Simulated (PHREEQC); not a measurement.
# Brine: an equilibrium model

Consider water at 15 °C with 2.2 mol NaOH and 1 mol KCl per kg of water. Closed to the air; pH follows from the charge balance.

All values are PHREEQC results (Pitzer model, pitzer.dat), not measurements.

Precipitation was switched off in this run.

Q: What pH, osmotic coefficient, activity of water does the model give?

A: pH 14.68; osmotic coefficient 1.061; activity of water 0.885.

In brines, pH and single-ion activities rest on the MacInnes convention.
